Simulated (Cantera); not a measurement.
**Carbon deposition, reforming and gasification: CH4 + O2 + H2**

A closed system holds: 1 mol CH4, a varied amount of O2, 2.7 mol H2, held at 2498 K and 4100000 Pa.

These are equilibrium values from Cantera (NASA tables, ideal gas, pure condensed phases), not measurements of a reactor. Candidate condensed phases: C, C6H6, C7H8, C8H18, H2O; 110 gas species. The ideal-gas law is rough above about 30 bar. Rates play no part.

From 0.12 mol O2 to 0.41 mol O2 the condensed part is C(graphite). From 0.56 mol O2 to 1.7 mol O2 nothing is condensed. The main C-bearing gas is CO throughout.

```tsv
n(O2) (mol)	x H2	x H2O	x CO	x CO2	x C2H2 (acetylene)	n C(graphite)
0.12	0.931	4.55e-5	0.0487	3.84e-7	0.00999	0.629
0.27	0.878	9.08e-5	0.103	1.73e-6	0.00942	0.331
0.41	0.834	0.000124	0.149	3.58e-6	0.00894	0.0529
0.56	0.801	0.0203	0.174	0.000714	4.08e-7	0
0.71	0.751	0.0709	0.172	0.00263	2.69e-8	0
0.86	0.700	0.121	0.170	0.00476	7.30e-9	0
1	0.654	0.168	0.168	0.00698	3.01e-9	0
1.2	0.587	0.234	0.165	0.0106	1.07e-9	0
1.3	0.554	0.267	0.163	0.0127	6.77e-10	0
1.5	0.489	0.333	0.158	0.0173	2.83e-10	0
1.6	0.457	0.365	0.155	0.0200	1.85e-10	0
1.7	0.425	0.397	0.152	0.0230	1.21e-10	0
```
x: gas mole fraction; n: condensed amount in mol.
